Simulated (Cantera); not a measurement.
A closed system holds: 1 mol TiCl4, a varied amount of C3H8, at 1500 K and 0.0133 bar.

Equilibrium computed with Cantera from the NASA thermochemical tables; the gas is ideal and each condensed phase is pure. Candidate condensed phases: C, C6H6, C7H8, C8H18, Ti, TiC, TiCl2, TiCl3, TiCl4; 96 gas species. TiC: taken at fixed stoichiometry. Equilibrium is a limit: real reactors are often held back by kinetics, nucleation or transport.

What share of the Ti ends up in condensed phases as a function of n(C3H8) (mol), at 0.052, 0.067, 0.086, 0.11, 0.14, 0.18, 0.24?


```tsv
n(C3H8) (mol)	Ti condensed (%)	as
0.052	0.0	-
0.067	0.0	-
0.086	0.4	TiC(s)
0.11	4.3	TiC(s)
0.14	8.8	TiC(s)
0.18	14.6	TiC(s)
0.24	22.5	TiC(s)
```
